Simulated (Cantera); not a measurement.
A perfectly stirred reactor is fed with CH₄ : H₂ : O₂ : N₂ : H₂O = 1 : 0.073 : 3.11 : 21.8 : 2.6 (molar parts), equivalence ratio 0.65, at 10.0 bar; it is adiabatic with a 598 K inlet, and is followed from long to short residence time, starting on the burning branch (τ in s: 0.04, 0.02, 0.0097, 0.0048, 0.0024, 0.0012, 0.00058, 0.00029, 0.00014, 7e-05, 3.5e-05, 1.7e-05).

Computed with Cantera and GRI-Mech 3.0 (53 species, 325 reactions).

### Question
Predict: blow-out, bracketed by the residence times tried; x(CH₄) at τ = 40.0 ms; x(H₂) at τ = 40.0 ms; x(O₂) at τ = 40.0 ms; x(NO₂) at τ = 40.0 ms; x(O) at τ = 40.0 ms; x(CH₄) at τ = 0.580 ms; x(H₂) at τ = 0.580 ms; x(O₂) at τ = 0.580 ms.

### Answer
- blow-out, bracketed by the residence times tried: burning at 20.0 ms, out at 9.70 ms
- x(CH₄) at τ = 40.0 ms: 0.000219
- x(H₂) at τ = 40.0 ms: 0.000115
- x(O₂) at τ = 40.0 ms: 0.0388
- x(NO₂) at τ = 40.0 ms: 2.50e-8
- x(O) at τ = 40.0 ms: 9.00e-7
- x(CH₄) at τ = 0.580 ms: 0.0350
- x(H₂) at τ = 0.580 ms: 0.00255
- x(O₂) at τ = 0.580 ms: 0.109
